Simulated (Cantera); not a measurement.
A closed system holds: 1 mol FeS2, 16 mol H2, 69 mol N2, at 24.0 mbar.

Equilibrium computed with Cantera from the NASA thermochemical tables; the gas is ideal and each condensed phase is pure. Candidate condensed phases: Fe, FeS, FeS2, S; 16 gas species. Rates play no part.

At 2173 K, list the 6 most abundant gas species with their mole fractions, and the condensed phases.

N2 0.786, H2 0.173, H 0.0130, Fe 0.0114, S2 0.00682, S 0.00481. Condensed: gas only.
